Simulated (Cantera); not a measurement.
Mixture: CH4 : H2 : O2 : N2 = 1 : 0.68 : 2.63 : 9.89 (molar parts), at 150000 Pa, adiabatic and at constant pressure. Ignition delay is the time to a rise of 400 K.

Detailed kinetics in Cantera: GRI-Mech 3.0 (53 species, 325 reactions). Below about 1000 K GRI-Mech 3.0 lacks low-temperature oxidation paths. Below about 950 K walls govern HO2 and H2O2 in real vessels.

**Question.** What does this change do: N2 9.89 to 21 parts?

**Answer.** 
```tsv
quantity	before	after
delay at 900 K	0.354 s	0.504 s
delay at 1100 K	2.65 ms	5.67 ms
delay at 1300 K	0.473 ms	0.975 ms
delay at 1500 K	0.125 ms	0.238 ms
delay at 1700 K	45.0 µs	81.2 µs
apparent activation energy between 1500 and 1700 K	110 kJ/mol	110 kJ/mol
```
